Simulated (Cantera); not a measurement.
An adiabatic, constant-volume homogeneous reactor starts with CO : H₂ : O₂ : N₂ = 1 : 0.15 : 0.359 : 1.55 (molar parts), at 1675 K and 100000 Pa. Integrator tolerance rtol = 1e-08.

Detailed kinetics in Cantera: GRI-Mech 3.0 (53 species, 325 reactions).

Question: What does this change do: CO 1 to 2.7 parts?

Answer: 
```
quantity                                                            before                                    after
---------------------------------  ---------------------------------------  ---------------------------------------
time of steepest temperature rise                                  17.6 µs                                  24.5 µs
temperature at 1.00 s                                               2949 K                                   2861 K
equilibrium temperature                                             2949 K                                   2861 K
x(CO) at 1.00 s                        0.211 (gas-phase equilibrium 0.211)      0.476 (gas-phase equilibrium 0.476)
x(H₂) at 1.00 s                    0.00708 (gas-phase equilibrium 0.00708)  0.00937 (gas-phase equilibrium 0.00937)
x(O₂) at 1.00 s                      0.0207 (gas-phase equilibrium 0.0207)  0.00180 (gas-phase equilibrium 0.00180)
x(OH) at 1.00 s                      0.0138 (gas-phase equilibrium 0.0138)  0.00447 (gas-phase equilibrium 0.00447)
x(H₂O) at 1.00 s                     0.0344 (gas-phase equilibrium 0.0344)    0.0182 (gas-phase equilibrium 0.0182)
x(HO₂) at 1.00 s                   4.49e-6 (gas-phase equilibrium 4.49e-6)  4.38e-7 (gas-phase equilibrium 4.38e-7)
```

Question: What does this change do: CO 1 to 2.6 parts?

Answer: 
```csv
quantity,before,after
time of steepest temperature rise,17.6 µs,24.1 µs
temperature at 1.00 s,2949 K,2872 K
equilibrium temperature,2949 K,2872 K
x(CO) at 1.00 s,0.211 (gas-phase equilibrium 0.211),0.465 (gas-phase equilibrium 0.465)
x(H₂) at 1.00 s,0.00708 (gas-phase equilibrium 0.00708),0.00928 (gas-phase equilibrium 0.00928)
x(O₂) at 1.00 s,0.0207 (gas-phase equilibrium 0.0207),0.00209 (gas-phase equilibrium 0.00209)
x(OH) at 1.00 s,0.0138 (gas-phase equilibrium 0.0138),0.00484 (gas-phase equilibrium 0.00484)
x(H₂O) at 1.00 s,0.0344 (gas-phase equilibrium 0.0344),0.0187 (gas-phase equilibrium 0.0187)
x(HO₂) at 1.00 s,4.49e-6 (gas-phase equilibrium 4.49e-6),5.10e-7 (gas-phase equilibrium 5.10e-7)
```
